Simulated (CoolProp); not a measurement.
Properties of sulfur dioxide along the isotherm 201.95 °C.

Computed with CoolProp (reference Helmholtz-energy equation of state, Gao 2016).

```json
[
 {"p (MPa)": "0.394", "phase": "gas", "Z": "0.9877", "cp (kJ/(kg K))": "0.7284", "cv (kJ/(kg K))": "0.5901", "isothermal compressibility (1/MPa)": "2.570"},
 {"p (MPa)": "0.789", "phase": "gas", "Z": "0.9751", "cp (kJ/(kg K))": "0.7420", "cv (kJ/(kg K))": "0.5945", "isothermal compressibility (1/MPa)": "1.300"},
 {"p (MPa)": "1.18", "phase": "gas", "Z": "0.9625", "cp (kJ/(kg K))": "0.7564", "cv (kJ/(kg K))": "0.5990", "isothermal compressibility (1/MPa)": "0.8812"},
 {"p (MPa)": "1.58", "phase": "gas", "Z": "?", "cp (kJ/(kg K))": "0.7721", "cv (kJ/(kg K))": "?", "isothermal compressibility (1/MPa)": "0.6676"},
 {"p (MPa)": "1.97", "phase": "gas", "Z": "?", "cp (kJ/(kg K))": "0.7884", "cv (kJ/(kg K))": "0.6085", "isothermal compressibility (1/MPa)": "?"},
 {"p (MPa)": "2.37", "phase": "gas", "Z": "0.9230", "cp (kJ/(kg K))": "0.8064", "cv (kJ/(kg K))": "?", "isothermal compressibility (1/MPa)": "0.4588"},
 {"p (MPa)": "2.76", "phase": "gas", "Z": "0.9096", "cp (kJ/(kg K))": "0.8252", "cv (kJ/(kg K))": "0.6187", "isothermal compressibility (1/MPa)": "0.4003"},
 {"p (MPa)": "3.15", "phase": "gas", "Z": "0.8960", "cp (kJ/(kg K))": "0.8454", "cv (kJ/(kg K))": "0.6239", "isothermal compressibility (1/MPa)": "0.3567"},
 {"p (MPa)": "3.55", "phase": "gas", "Z": "0.8818", "cp (kJ/(kg K))": "0.8678", "cv (kJ/(kg K))": "0.6295", "isothermal compressibility (1/MPa)": "0.3222"},
 {"p (MPa)": "3.94", "phase": "gas", "Z": "0.8678", "cp (kJ/(kg K))": "0.8915", "cv (kJ/(kg K))": "0.6352", "isothermal compressibility (1/MPa)": "0.2957"}
]
```

Complete the blanks.


- 1.58, Z: 0.9494
- 1.58, cv (kJ/(kg K)): 0.6037
- 1.97, Z: 0.9365
- 1.97, isothermal compressibility (1/MPa): 0.5434
- 2.37, cv (kJ/(kg K)): 0.6136
